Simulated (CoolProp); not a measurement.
Vapour-liquid equilibrium of ethane (1) + hydrogen chloride (2) at 0.399 MPa; x and y are mole fractions of (1).

Computed with CoolProp (multi-fluid Helmholtz-energy mixture model, Bücker 2006 and Thol 2018; pair parameters Bell 2016).

```json
[
 {"x": "0.05", "bubble temperature (°C)": "-60.3", "y at the bubble point": "0.166", "dew temperature at overall composition x (°C)": "-57.9", "liquid density (mol/L)": "29.53"},
 {"x": "0.15", "bubble temperature (°C)": "-63.8", "y at the bubble point": "0.334", "dew temperature at overall composition x (°C)": "-59.9", "liquid density (mol/L)": "27.57"},
 {"x": "0.25", "bubble temperature (°C)": "-65.3", "y at the bubble point": "0.412", "dew temperature at overall composition x (°C)": "-62.1", "liquid density (mol/L)": "___"},
 {"x": "0.35", "bubble temperature (°C)": "-66.0", "y at the bubble point": "0.457", "dew temperature at overall composition x (°C)": "-64.2", "liquid density (mol/L)": "24.08"},
 {"x": "0.45", "bubble temperature (°C)": "-66.2", "y at the bubble point": "0.492", "dew temperature at overall composition x (°C)": "-65.9", "liquid density (mol/L)": "22.61"},
 {"x": "0.55", "bubble temperature (°C)": "___", "y at the bubble point": "0.526", "dew temperature at overall composition x (°C)": "-66.2", "liquid density (mol/L)": "21.30"},
 {"x": "0.65", "bubble temperature (°C)": "-66.0", "y at the bubble point": "0.569", "dew temperature at overall composition x (°C)": "-65.0", "liquid density (mol/L)": "20.15"},
 {"x": "0.75", "bubble temperature (°C)": "-65.3", "y at the bubble point": "0.628", "dew temperature at overall composition x (°C)": "-63.3", "liquid density (mol/L)": "19.11"},
 {"x": "0.85", "bubble temperature (°C)": "___", "y at the bubble point": "0.720", "dew temperature at overall composition x (°C)": "-61.5", "liquid density (mol/L)": "18.15"},
 {"x": "0.95", "bubble temperature (°C)": "-61.0", "y at the bubble point": "0.877", "dew temperature at overall composition x (°C)": "-59.6", "liquid density (mol/L)": "17.23"}
]
```

Fill in the missing entries.


- 0.25, liquid density (mol/L): 25.73
- 0.55, bubble temperature (°C): -66.3
- 0.85, bubble temperature (°C): -63.9

y crosses x between x = 0.45 and 0.55: the model has an azeotrope there.

Pair parameters are fitted to limited data, so mixtures are less certain than the pure fluids.
